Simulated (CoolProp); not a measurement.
CH3F (R41) along the isotherm 425 K: Z from the reference equation and from simpler models built on Tc = 317.3 K, pc = 5.906 MPa, ω = 0.200; each cubic takes its own stable root.

Computed with CoolProp (reference Helmholtz-energy equation of state, Lemmon 2006). It is a short technical equation, of lower accuracy than the large ones.

| p (MPa) | phase | reference | van der Waals | Redlich-Kwong | Soave-Redlich-Kwong |
|---|---|---|---|---|---|
| 3.69 | gas | 0.9089 | 0.9067 | [?] | 0.9276 |
| 7.38 | supercritical | 0.8222 | 0.8043 | 0.8246 | 0.8611 |
| 11.1 | supercritical | 0.7441 | 0.7041 | [?] | [?] |
| 14.8 | supercritical | 0.6841 | 0.6558 | 0.7034 | 0.7757 |
| 18.5 | supercritical | 0.6498 | 0.6734 | 0.6932 | 0.7684 |
| 22.1 | supercritical | 0.6422 | 0.7199 | 0.7085 | 0.7805 |
| 25.8 | supercritical | 0.6542 | 0.7791 | 0.7388 | 0.8062 |
| 29.5 | supercritical | 0.6784 | 0.8432 | 0.7770 | 0.8400 |
| 33.2 | supercritical | [?] | 0.9095 | 0.8195 | [?] |
| 36.9 | supercritical | [?] | 0.9768 | 0.8642 | 0.9204 |
| 40.6 | supercritical | 0.7822 | 1.044 | 0.9104 | 0.9640 |
| 44.3 | supercritical | 0.8210 | 1.112 | 0.9572 | 1.009 |
| 48 | supercritical | 0.8607 | 1.180 | 1.004 | 1.054 |
| 51.7 | supercritical | 0.9007 | 1.247 | 1.052 | 1.100 |
| 55.4 | supercritical | 0.9410 | 1.315 | 1.099 | 1.146 |
| 59.1 | supercritical | 0.9814 | 1.382 | 1.147 | 1.193 |

**Question.** What belongs in the gaps?

**Answer.** 
- 3.69, Redlich-Kwong: 0.9113
- 11.1, Redlich-Kwong: 0.7494
- 11.1, Soave-Redlich-Kwong: 0.8074
- 33.2, reference: 0.7096
- 33.2, Soave-Redlich-Kwong: 0.8787
- 36.9, reference: 0.7447
